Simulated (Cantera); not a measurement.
Source: NASA polynomial tables (part measured, part estimated), evaluated in Cantera. Values are per mole of reaction as written; species without (g) are pure solids or liquids, kept so even where they would boil at 1 bar.

Problem. Between 2550 and 2950 K, where is each reaction favourable under standard conditions?
- 4 CrO₃(g) + 3 NH₃(g) → 3 NO(g) + 4 Cr + 9 OH(g)

Solution. 
- 4 CrO₃(g) + 3 NH₃(g) → 3 NO(g) + 4 Cr + 9 OH(g): ΔG° is -142 kJ at 2550 K and -499 kJ at 2950 K; it stays negative (K > 1). ΔH° is 2144 kJ and ΔS° 896 J/K at 2950 K.
